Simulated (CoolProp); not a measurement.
Oxygen along the isobar 2590 kPa: density (kg/m³) from the reference equation and from simpler models built on Tc = -118.6 °C, pc = 5046 kPa, ω = 0.022; each cubic takes its own stable root.

Values from CoolProp's reference Helmholtz-energy equation of state, Schmidt 1985. Above 300 K oxygen's equation is extrapolated.

```json
[
 {"T (°C)": "-128.15", "phase": "gas", "reference": "92.73", "ideal gas": "68.74", "van der Waals": "88.05", "Redlich-Kwong": "92.64", "Peng-Robinson": "95.11"},
 {"T (°C)": "-109.85", "phase": "gas", "reference": "72.89", "ideal gas": "61.04", "van der Waals": "71.95", "Redlich-Kwong": "73.11", "Peng-Robinson": "74.63"},
 {"T (°C)": "-91.45", "phase": "gas", "reference": "61.72", "ideal gas": "54.86", "van der Waals": "61.70", "Redlich-Kwong": "61.92", "Peng-Robinson": "62.93"},
 {"T (°C)": "-73.15", "phase": "gas", "reference": "54.14", "ideal gas": "49.84", "van der Waals": "54.41", "Redlich-Kwong": "54.30", "Peng-Robinson": "55.01"},
 {"T (°C)": "-54.75", "phase": "gas", "reference": "48.45", "ideal gas": "45.64", "van der Waals": "48.81", "Redlich-Kwong": "48.58", "Peng-Robinson": "49.09"},
 {"T (°C)": "-36.45", "phase": "gas", "reference": "44.01", "ideal gas": "42.11", "van der Waals": "44.38", "Redlich-Kwong": "…", "Peng-Robinson": "44.49"},
 {"T (°C)": "-18.15", "phase": "gas", "reference": "40.39", "ideal gas": "39.09", "van der Waals": "…", "Redlich-Kwong": "40.49", "Peng-Robinson": "…"},
 {"T (°C)": "0.25", "phase": "gas", "reference": "37.35", "ideal gas": "36.46", "van der Waals": "37.69", "Redlich-Kwong": "37.44", "Peng-Robinson": "37.65"},
 {"T (°C)": "18.55", "phase": "gas", "reference": "34.78", "ideal gas": "34.17", "van der Waals": "35.09", "Redlich-Kwong": "34.87", "Peng-Robinson": "35.02"},
 {"T (°C)": "36.85", "phase": "gas", "reference": "32.57", "ideal gas": "32.15", "van der Waals": "32.85", "Redlich-Kwong": "32.65", "Peng-Robinson": "32.77"},
 {"T (°C)": "55.25", "phase": "gas", "reference": "30.63", "ideal gas": "30.35", "van der Waals": "30.88", "Redlich-Kwong": "30.70", "Peng-Robinson": "30.79"}
]
```

Problem. Fill in the missing entries.

Solution. 
- -36.45, Redlich-Kwong: 44.12
- -18.15, van der Waals: 40.75
- -18.15, Peng-Robinson: 40.76
